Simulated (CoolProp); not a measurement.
Aqueous sodium chloride as a coolant, 15 % by mass, freezing at -10.9 °C, 1 atm.

Computed with CoolProp (Melinder's fits for secondary coolants).

```
T (°C)  Prandtl number  conductivity (W/(m K))  cp (kJ/(kg K))  density (kg/m³)
------  --------------  ----------------------  --------------  ---------------
-6.3              18.6                   0.542           3.504             1118
-2.1              16.0                   0.549           3.514             1117
2.2               13.8                   0.556           3.523             1115
6.4               12.0                   0.562           3.532             1114
10.6              10.6                   0.569           3.539             1112
14.8              9.36                   0.575           3.546             1111
19                8.35                   0.582           3.552             1109
23.2              7.50                   0.589           3.557             1107
27.5              6.77                   0.596           3.561             1105
31.7              6.17                   0.602           3.565             1103
```
